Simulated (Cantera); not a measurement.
Silicon oxide and oxynitride deposition: SiH2Cl2 + H2O + H2

Charge: 1 mol SiH2Cl2, a varied amount of H2O, 29 mol H2, equilibrated at 648.15 K and 0.000200 bar.

These are equilibrium values from Cantera (NASA tables, ideal gas, pure condensed phases), not measurements of a reactor. Candidate condensed phases: H2O, Si, SiO2; 30 gas species. Kinetics and transport are ignored.

At 0.59 mol H2O the condensed part is Si(s) + SiO2(α-quartz). From 2.1 mol H2O to 14 mol H2O the condensed part is SiO2(α-quartz).

```
n(H2O) (mol)   x H2    x H2O     x HCl  x SiCl4  x SiHCl3  x SiH2Cl2  x SiCl3  x SiCl2  n Si(s)  n SiO2(α-quartz)
------------  -----  -------  --------  -------  --------  ---------  -------  -------  -------  ----------------
0.59          0.983   <1e-12  0.000593   0.0145   0.00188    1.41e-5  2.11e-6  2.03e-7    0.195             0.295
2.1           0.937  0.00302    0.0604   <1e-12    <1e-12     <1e-12   <1e-12   <1e-12        0              1.00
3.7           0.893   0.0490    0.0576   <1e-12    <1e-12     <1e-12   <1e-12   <1e-12        0              1.00
5.2           0.856   0.0884    0.0552   <1e-12    <1e-12     <1e-12   <1e-12   <1e-12        0              1.00
6.7           0.822    0.125    0.0531   <1e-12    <1e-12     <1e-12   <1e-12   <1e-12        0              1.00
8.3           0.789    0.160    0.0509   <1e-12    <1e-12     <1e-12   <1e-12   <1e-12        0              1.00
9.8           0.760    0.191    0.0490   <1e-12    <1e-12     <1e-12   <1e-12   <1e-12        0              1.00
11            0.738    0.214    0.0476   <1e-12    <1e-12     <1e-12   <1e-12   <1e-12        0              1.00
13            0.705    0.250    0.0455   <1e-12    <1e-12     <1e-12   <1e-12   <1e-12        0              1.00
14            0.689    0.267    0.0444   <1e-12    <1e-12     <1e-12   <1e-12   <1e-12        0              1.00
```
x: gas mole fraction; n: condensed amount in mol.
